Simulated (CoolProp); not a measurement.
Saturated liquid density (kg/m³) of R11: the reference equation beside estimates from Tc = 198.0 °C, pc = 4408 kPa, ω = 0.189. Rackett uses Z = 0.29056 − 0.08775 ω.

Model: reference Helmholtz-energy equation of state, Jacobsen 1992, in CoolProp.

| T (°C) | reference | Rackett | Soave-Redlich-Kwong |
|---|---|---|---|
| -36.45 | 1614 | 1629 | 1521 |
| -26.65 | 1593 | 1608 | 1503 |
| -16.95 | 1572 | 1587 | 1485 |
| -7.15 | [?] | 1566 | 1465 |
| 2.65 | 1528 | [?] | 1445 |
| 12.45 | 1506 | 1521 | 1424 |
| 22.25 | 1483 | 1498 | 1402 |
| 32.05 | 1459 | 1475 | 1378 |
| 41.85 | 1435 | [?] | 1354 |
| 51.65 | 1411 | 1425 | 1328 |
| 61.45 | 1385 | 1400 | 1301 |
| 71.25 | 1359 | 1373 | 1273 |
| 81.05 | 1332 | 1346 | 1243 |
| 90.75 | 1304 | 1317 | [?] |

Q: Some entries are withheld; supply them.

A: 
- -7.15, reference: 1550
- 2.65, Rackett: 1544
- 41.85, Rackett: 1450
- 90.75, Soave-Redlich-Kwong: 1211

Absolute difference from the reference over all 14 rows, mean and median: Rackett 1.0 and 1.0 %, Soave-Redlich-Kwong 5.9 and 5.6 %.
